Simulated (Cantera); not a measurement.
**Ignition delay**

Mixture: CH4 : O2 : N2 : H2O = 1 : 2.13 : 11.9 : 0.76 (molar parts), equivalence ratio 0.94, at 0.360 bar, adiabatic and at constant volume. Ignition delay is the time to a rise of 400 K.

Detailed kinetics in Cantera: GRI-Mech 3.0 (53 species, 325 reactions).

```tsv
T0 (K)	delay (ms)
1323	28.8
1398	11.2
1473	4.78
1548	2.27
1623	1.19
```

The apparent activation energy between 1473 and 1623 K is 180 kJ/mol.
